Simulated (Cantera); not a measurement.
Input: 1 mol borazine, 1.2 mol O₂, 6 mol N₂, at 5.20 mbar.

Method: chemical equilibrium by Gibbs-energy minimisation in Cantera with the NASA 1993 tables (ideal gas, pure condensed phases). Candidate condensed phases: B, BN, B₂O₃, B₃O₃H₃, H₂O; 39 gas species. The feed counts by its element totals alone. The numbers say what is thermodynamically allowed, not how fast it happens.

Problem. At 1748 K, list the 5 most abundant gas species with their mole fractions, and the condensed phases.

Solution. N₂ 0.636, H₂ 0.253, B₂O₃ 0.0409, HBO 0.0349, B₂O₂ 0.0202. Condensed: BN(s).
